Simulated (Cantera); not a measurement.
A freely propagating, adiabatic, planar premixed flame of H₂ : O₂ : N₂ = 1 : 0.667 : 2.51 (molar parts), equivalence ratio 0.75, unburnt at 325 K and 315 Torr; mixture-averaged transport, grid criteria slope 0.08 and curve 0.16, no radiation.

Computed with Cantera and the H2/O2 subset of GRI-Mech 3.0, which has no nitrogen chemistry. Burning velocities carry a grid error of a few per cent, more on coarse grids.

Task: What does this change do: O2 0.667 to 0.86 parts?

Result: 
| quantity | before | after |
|---|---|---|
| laminar burning velocity | 178 cm/s | 167 cm/s |
| thermal thickness | 1.05 mm | 0.948 mm |
| peak x(OH) | 0.0121 | 0.0125 |
| peak x(H₂O₂) | 6.88e-5 | 6.85e-5 |
| peak x(HO₂) | 0.000272 | 0.000301 |
| peak x(O) | 0.0111 | 0.0129 |
Lean hydrogen flames are cellular in practice and burn faster than this planar one.
